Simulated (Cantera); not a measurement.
A perfectly stirred reactor is fed with 5.66 % H2, 6.29 % O2, 88.1 % N2, equivalence ratio 0.45, at 13300 Pa; it is held at 1073 K, and followed from long to short residence time.

Computed with Cantera and the H2/O2 subset of GRI-Mech 3.0, which has no nitrogen chemistry. The temperature is held fixed by assumption; the heat of reaction is taken as removed at once.

### Question
Predict: x(H2) at τ = 1.50 s; x(O2) at τ = 1.50 s; x(HO2) at τ = 1.50 s; x(H) at τ = 1.50 s; x(H2O) at τ = 1.50 s; x(H2) at τ = 44.0 ms; x(O2) at τ = 44.0 ms; x(HO2) at τ = 44.0 ms; x(H) at τ = 44.0 ms; x(H2O) at τ = 44.0 ms.

### Answer
```json
{
  "x(H2) at τ = 1.50 s": "0.000207",
  "x(O2) at τ = 1.50 s": "0.0356",
  "x(HO2) at τ = 1.50 s": "2.00e-6",
  "x(H) at τ = 1.50 s": "3.17e-5",
  "x(H2O) at τ = 1.50 s": "0.0580",
  "x(H2) at τ = 44.0 ms": "0.00176",
  "x(O2) at τ = 44.0 ms": "0.0362",
  "x(HO2) at τ = 44.0 ms": "3.57e-6",
  "x(H) at τ = 44.0 ms": "0.000986",
  "x(H2O) at τ = 44.0 ms": "0.0557"
}
```
